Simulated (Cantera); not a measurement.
A Cantera script and what it prints.

```python
import numpy as np
import cantera as ct

gas_names = [...]  # 109 gases of nasa_gas.yaml made of C, Cl, H, Si
cond_names = """
    C(gr) C6H6(L) C7H8(L) C8H18(L),n-octa Si(cr) Si(L) SiC(b)
""".split()


# ... load() reads the species with a 1 bar reference pressure and builds the phases ...
atoms = {
    'SiCl4': {'Si': 1, 'CL': 4},
    'CH4': {'C': 1, 'H': 4},
    'H2': {'H': 2},
    'C2H2': {'C': 2, 'H': 2},
}
top_T = {'C(gr)': 4500, 'SiC(b)': 3050}  # K; cautious upper limits of use, not melting points


# ... equilibrate(T, P, feed) seeds the gas with the atoms and calls Mixture.equilibrate('TP', solver="vcs", rtol=1e-11, max_steps=5000) ...
results = []
feed = {'SiCl4': 1, 'CH4': 2.2, 'H2': 1200, 'C2H2': 0.12}  # mol
P = 490  # Pa
for T in [1425, 1525, 1625, 1725, 1825, 1925, 2025, 2125, 2225]:
    mix = equilibrate(T, P, feed)
    results.append((T, P, feed, dict(zip(mix.species_names, mix.species_moles))))
    x = sorted(zip(gas.X, gas.species_names), reverse=True)
    print(f"T = {T:g} K  P = {P:g} Pa  gas = {mix.phase_moles(0):.4g} mol")
    print("   x: " + "  ".join(f"{s} {v:.3e}" for v, s in x if v > 0.001))
    print("   condensed (mol): " + ("  ".join(f"{mix.phase(i).name} {mix.phase_moles(i):.4g}"
          for i in range(1, mix.n_phases) if mix.phase_moles(i) > 1e-12) or "none"))
```

Result:

```
T = 1425 K  P = 490 Pa  gas = 1207 mol
   x: H2 9.966e-01  HCL 3.315e-03
   condensed (mol): C(gr) 1.41  SiC(b) 0.9998
T = 1525 K  P = 490 Pa  gas = 1207 mol
   x: H2 9.963e-01  HCL 3.313e-03
   condensed (mol): C(gr) 1.398  SiC(b) 0.9996
T = 1625 K  P = 490 Pa  gas = 1207 mol
   x: H2 9.956e-01  HCL 3.310e-03  H 1.006e-03
   condensed (mol): C(gr) 1.347  SiC(b) 0.9988
T = 1725 K  P = 490 Pa  gas = 1208 mol
   x: H2 9.939e-01  HCL 3.303e-03  H 2.645e-03
   condensed (mol): C(gr) 1.218  SiC(b) 0.994
T = 1825 K  P = 490 Pa  gas = 1210 mol
   x: H2 9.902e-01  H 6.260e-03  HCL 3.287e-03
   condensed (mol): C(gr) 0.9555  SiC(b) 0.9635
T = 1925 K  P = 490 Pa  gas = 1215 mol
   x: H2 9.826e-01  H 1.354e-02  HCL 3.255e-03
   condensed (mol): C(gr) 0.5345  SiC(b) 0.7939
T = 2025 K  P = 490 Pa  gas = 1224 mol
   x: H2 9.680e-01  H 2.705e-02  HCL 3.194e-03
   condensed (mol): C(gr) 0.1838
T = 2125 K  P = 490 Pa  gas = 1239 mol
   x: H2 9.446e-01  H 5.042e-02  HCL 3.104e-03
   condensed (mol): none
T = 2225 K  P = 490 Pa  gas = 1263 mol
   x: H2 9.070e-01  H 8.812e-02  HCL 2.956e-03
   condensed (mol): none
```

Equilibrium computed with Cantera from the NASA thermochemical tables; the gas is ideal and each condensed phase is pure.
